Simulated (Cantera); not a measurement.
Feed: 1 mol TiCl4, 1.8 mol CH4, 2 mol H2, at 1323.15 K and 0.620 bar.

Cantera equilibrium calculation (NASA polynomials, part measured and part estimated; ideal gas, pure solids and liquids). Candidate condensed phases: C, C6H6, C7H8, C8H18, Ti, TiC, TiCl2, TiCl3, TiCl4; 96 gas species. TiC: taken at fixed stoichiometry. Kinetics and transport are ignored.

What is the equilibrium state?


| Quantity | Value |
|---|---|
| x(H2) | 0.655 |
| x(HCl) | 0.263 |
| x(TiCl4) | 0.0605 |
| x(TiCl3) | 0.0198 |
| x(CH4) | 0.00181 |
| x(TiCl2) | 5.51e-6 |
| x(H) | 1.63e-6 |
| n(C(graphite)) | 1.36 mol |
| n(TiC(s)) | 0.430 mol |
| gas amount | 7.088 mol |
| log10 activity of TiCl4(l) (absent) | -3.47 |
| log10 activity of Ti(β) (absent) | -6.65 |
